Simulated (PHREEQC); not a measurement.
# Nickel, zinc or cadmium bath (model solution)

A solution holds 0.15 mol CdCl2, 0.00069 mol KCl and 0.015 mol FeSO4 per kg of water, at 80 °C. Closed to the air; pH follows from the charge balance.

Computed with PHREEQC (ion-association model, phreeqc.dat).

Each row changes one thing in this solution. This is a speciation only: nothing precipitates in the calculation.

```json
[
 {"case": "as made", "pH": "5.11", "ionic strength (mol/kgw)": "0.201", "Cl- (mol/kgw)": "0.138", "CdCl+ (mol/kgw)": "0.0891", "CdCl2 (mol/kgw)": "0.0289", "Cd+2 (mol/kgw)": "0.0224", "SI of Melanterite (FeSO4:7H2O)": "-3.45", "SI of Sylvite (KCl)": "-5.49"},
 {"case": "CdCl2 from 0.15 to 0.3 mol/kgw", "pH": "5.03", "ionic strength (mol/kgw)": "0.303", "Cl- (mol/kgw)": "0.215", "CdCl+ (mol/kgw)": "0.167", "CdCl2 (mol/kgw)": "0.0771", "Cd+2 (mol/kgw)": "0.0300", "SI of Melanterite (FeSO4:7H2O)": "-3.56", "SI of Sylvite (KCl)": "-5.34"},
 {"case": "diluted 5-fold with water", "pH": "5.28", "ionic strength (mol/kgw)": "0.0565", "Cl- (mol/kgw)": "0.0388", "CdCl+ (mol/kgw)": "0.0169", "CdCl2 (mol/kgw)": "0.00201", "Cd+2 (mol/kgw)": "0.00992", "SI of Melanterite (FeSO4:7H2O)": "-4.38", "SI of Sylvite (KCl)": "-6.62"},
 {"case": "temperature from 80 to 5 °C", "pH": "5.46", "ionic strength (mol/kgw)": "0.212", "Cl- (mol/kgw)": "0.147", "CdCl+ (mol/kgw)": "0.0929", "CdCl2 (mol/kgw)": "0.0271", "Cd+2 (mol/kgw)": "0.0233", "SI of Melanterite (FeSO4:7H2O)": "-2.50", "SI of Sylvite (KCl)": "-5.08"},
 {"case": "temperature from 80 to 65 °C", "pH": "5.18", "ionic strength (mol/kgw)": "0.202", "Cl- (mol/kgw)": "0.140", "CdCl+ (mol/kgw)": "0.0899", "CdCl2 (mol/kgw)": "0.0288", "Cd+2 (mol/kgw)": "0.0223", "SI of Melanterite (FeSO4:7H2O)": "-3.31", "SI of Sylvite (KCl)": "-5.42"},
 {"case": "CdCl2 from 0.15 to 0.225 mol/kgw", "pH": "5.06", "ionic strength (mol/kgw)": "0.255", "Cl- (mol/kgw)": "0.180", "CdCl+ (mol/kgw)": "0.130", "CdCl2 (mol/kgw)": "0.0520", "Cd+2 (mol/kgw)": "0.0267", "SI of Melanterite (FeSO4:7H2O)": "-3.52", "SI of Sylvite (KCl)": "-5.40"}
]
```

Away from 25 °C the constants follow the database's enthalpies or fits; those with neither stay at their 25 °C values.
